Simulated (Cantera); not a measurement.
Cantera run:

```python
import numpy as np
import cantera as ct

gas_names = """
    Fe FeO Fe(OH)2 H HO2 H2 H2O H2O2 H2S H2SO4 O OH O2 O3 S SH SO SO2 SO3 S2 S2O S8
""".split()
cond_names = """
    Fe(a) Fe(c) Fe(d) Fe(L) FeO(s) FeO(L) Fe(OH)2(s) Fe(OH)3(s) FeS(a) FeS(b) FeS(c) FeS(L) FeSO4(s)
    FeS2(s) Fe2O3(s) Fe2S3O12(s) Fe3O4(s) H2O(s) H2O(L) H2SO4(L) S(cr1) S(cr2) S(L)
""".split()


def load(file, names, dense=False):
    # The tables refer to 1 bar. Condensed volumes are neglected.
    table = {s.name: s for s in ct.Species.list_from_file(file)}
    out = []
    for n in names:
        d = dict(table[n].input_data)
        d["thermo"] = dict(d["thermo"], **{"reference-pressure": 1e5})
        if dense:
            d["equation-of-state"] = {"model": "constant-volume", "density": "1e6 g/cm^3"}
        out.append(ct.Species.from_dict(d))
    return out


gas = ct.Solution(thermo="ideal-gas", species=load("nasa_gas.yaml", gas_names))
cond = {s.name: ct.Solution(thermo="fixed-stoichiometry", species=[s], name=s.name)
        for s in load("nasa_condensed.yaml", cond_names, dense=True)}
atoms = {
    'FeS2': {'Fe': 1, 'S': 2},
    'SO2': {'S': 1, 'O': 2},
    'H2O': {'H': 2, 'O': 1},
}
top_T = {'FeSO4(s)': 950, 'FeS2(s)': 1010, 'Fe2O3(s)': 1830, 'Fe2S3O12(s)': 1100, 'Fe3O4(s)': 1870}  # K; cautious upper limits of use, not melting points


def equilibrate(T, P, feed):
    n = {}
    for name, mol in feed.items():
        for a, k in atoms[name].items():
            n[a] = n.get(a, 0.0) + k * mol
    gas.TPX = T, P, n
    mass = sum(n.values()) * gas.mean_molecular_weight
    gas.equilibrate("TP")
    valid = [c for c in cond.values() if c.min_temp <= T <= top_T.get(c.name, c.max_temp)]
    mix = ct.Mixture([(gas, mass / gas.mean_molecular_weight)] + [(c, 0.0) for c in valid])
    mix.T, mix.P = T, P
    mix.equilibrate("TP", solver="vcs", rtol=1e-11, max_steps=5000)
    return mix


results = []
feed = {'FeS2': 1, 'SO2': 0.062, 'H2O': 3.1}  # mol
T = 1775  # K
P = 1000  # Pa
mix = equilibrate(T, P, feed)
results.append((T, P, feed, dict(zip(mix.species_names, mix.species_moles))))
x = sorted(zip(gas.X, gas.species_names), reverse=True)
print(f"T = {T:g} K  P = {P:g} Pa  gas = {mix.phase_moles(0):.4g} mol")
print("   x: " + "  ".join(f"{s} {v:.3e}" for v, s in x if v > 0.0001))
print("   condensed (mol): " + ("  ".join(f"{mix.phase(i).name} {mix.phase_moles(i):.4g}"
      for i in range(1, mix.n_phases) if mix.phase_moles(i) > 1e-12) or "none"))
```

It prints:

```
T = 1775 K  P = 1000 Pa  gas = 4.29 mol
   x: H2O 3.687e-01  H2 3.313e-01  S2 1.822e-01  SO2 6.449e-02  SO 2.032e-02  H2S 1.666e-02  SH 9.997e-03  S 2.584e-03  H 1.666e-03  S2O 1.065e-03  Fe 8.399e-04  OH 1.155e-04
   condensed (mol): FeO(L) 0.9962
```

Method: chemical equilibrium by Gibbs-energy minimisation in Cantera with the NASA 1993 tables (ideal gas, pure condensed phases). The tables' stoichiometric FeO is somewhat more stable than real wüstite, so its field is too wide. FeO: taken at fixed stoichiometry.
